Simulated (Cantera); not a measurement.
# Hydrocarbon pyrolysis for carbon deposition

A perfectly stirred reactor is fed with 50.0 % C2H4, 50.0 % H2, at 100.0 Torr; it is held at 1650 K, and followed from long to short residence time.

Cantera simulation using GRI-Mech 3.0 (53 species, 325 reactions); the numbers are that mechanism's predictions, not measurements. GRI-Mech 3.0 was tuned for natural gas; its chemistry of ethylene as a main component is partial and can be far from experiment. GRI-Mech 3.0 stops at C3 and has no aromatics, soot or wall deposition, so with more carbon than oxygen in the feed, carbon stays in small species such as C2H2 where larger ones or solid carbon would form.

| τ (s) | x C2H4 | x H2 | x CH4 | x CH2 | x CH3 | x C2H2 | x C2H |
|---|---|---|---|---|---|---|---|
| 0.82 | 0.00333 | 0.663 | 0.00346 | 5.64e-9 | 1.92e-5 | 0.330 | 3.93e-7 |
| 0.42 | 0.00477 | 0.663 | 0.00234 | 3.41e-9 | 1.15e-5 | 0.330 | 3.46e-7 |
| 0.22 | 0.00808 | 0.662 | 0.00166 | 2.26e-9 | 6.67e-6 | 0.328 | 2.81e-7 |
| 0.11 | 0.0171 | 0.660 | 0.00123 | 2.07e-9 | 3.72e-6 | 0.322 | 2.04e-7 |
| 0.057 | 0.0373 | 0.653 | 0.000973 | 2.69e-9 | 2.23e-6 | 0.308 | 1.43e-7 |
| 0.029 | 0.0791 | 0.640 | 0.000754 | 4.07e-9 | 1.44e-6 | 0.280 | 9.85e-8 |
| 0.015 | 0.147 | 0.617 | 0.000547 | 6.05e-9 | 1.02e-6 | 0.235 | 6.73e-8 |
| 0.0077 | 0.237 | 0.587 | 0.000349 | 8.33e-9 | 7.67e-7 | 0.175 | 4.31e-8 |
| 0.0039 | 0.331 | 0.556 | 0.000187 | 1.01e-8 | 5.88e-7 | 0.113 | 2.41e-8 |
| 0.0020 | 0.405 | 0.532 | 8.38e-5 | 1.03e-8 | 4.29e-7 | 0.0636 | 1.13e-8 |
| 0.0010 | 0.454 | 0.515 | 2.80e-5 | 8.39e-9 | 2.61e-7 | 0.0308 | 4.02e-9 |
x: mole fraction; the columns are a selection and need not sum to one.
